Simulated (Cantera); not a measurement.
What does this Cantera script print?

```python
import numpy as np
import cantera as ct

gas_names = """
    H H2 N NH NH2 NH3 N2 N2H2 N2H4 Si SiH SiH2 SiH3 SiH4 SiN Si2 Si2N Si3
""".split()
cond_names = """
    Si(cr) Si(L) Si3N4(a)
""".split()


# ... load() reads the species with a 1 bar reference pressure and builds the phases ...
atoms = {
    'Si': {'Si': 1},
    'NH3': {'N': 1, 'H': 3},
    'H2': {'H': 2},
}
top_T = {'Si3N4(a)': 2400}  # K; cautious upper limits of use, not melting points


# ... equilibrate(T, P, feed) seeds the gas with the atoms and calls Mixture.equilibrate('TP', solver="vcs", rtol=1e-11, max_steps=5000) ...
results = []
feed = {'Si': 1, 'NH3': 0.12, 'H2': 100}  # mol
P = 6000  # Pa
for T in [1098, 1148, 1198, 1248, 1298, 1348, 1398, 1448, 1498, 1548, 1598, 1648, 1698, 1748]:
    mix = equilibrate(T, P, feed)
    results.append((T, P, feed, dict(zip(mix.species_names, mix.species_moles))))

top = {s: max(r[3][s] / sum(r[3][g] for g in gas_names) for r in results) for s in gas_names}
cols = sorted((s for s in top if top[s] > 1e-05), key=lambda s: -top[s])[:7]
seen = [c for c in cond_names if any(r[3].get(c, 0) > 1e-12 for r in results)]
print("log10 of partial pressures in bar; condensed amounts in mol")
print(f"{'T/K':>10s}" + "".join(f"{s[:9]:>10s}" for s in cols + seen))
for T, P, feed, n in results:
    ng = sum(n[g] for g in gas_names)
    print(f"{T:10.4g}" + "".join(f"{np.log10(max(n[s] / ng * P / 1e5, 1e-99)):10.3f}" for s in cols)
          + "".join(f"{n.get(c, 0):10.4g}" for c in seen))
```

Result:

```
log10 of partial pressures in bar; condensed amounts in mol
       T/K        H2         H        N2        Si      SiH2    Si(cr)     Si(L)  Si3N4(a)
      1098    -1.222    -8.218    -9.049   -13.665   -10.124      0.91         0      0.03
      1148    -1.222    -7.756    -8.278   -12.739    -9.623      0.91         0      0.03
      1198    -1.222    -7.332    -7.572   -11.890    -9.164    0.9101         0   0.02998
      1248    -1.222    -6.942    -6.924   -11.110    -8.743    0.9103         0    0.0299
      1298    -1.222    -6.581    -6.326   -10.391    -8.353    0.9112         0   0.02961
      1348    -1.222    -6.247    -5.773    -9.726    -7.993    0.9142         0   0.02859
      1398    -1.222    -5.936    -5.261    -9.108    -7.659    0.9237         0   0.02542
      1448    -1.222    -5.646    -4.785    -8.534    -7.348     0.951         0    0.0163
      1498    -1.222    -5.376    -4.445    -7.998    -7.058    0.9998         0         0
      1548    -1.222    -5.123    -4.445    -7.498    -6.787    0.9996         0         0
      1598    -1.222    -4.885    -4.445    -7.029    -6.533    0.9993         0         0
      1648    -1.222    -4.661    -4.445    -6.589    -6.294    0.9985         0         0
      1698    -1.222    -4.451    -4.445    -6.183    -6.077         0     0.997         0
      1748    -1.223    -4.252    -4.445    -5.837    -5.910         0    0.9946         0
```

These are equilibrium values from Cantera (NASA tables, ideal gas, pure condensed phases), not measurements of a reactor. Mutual solubility and eutectic melting of coexisting phases are not modelled. Gases not in the tables: Si2H6 and higher silanes.
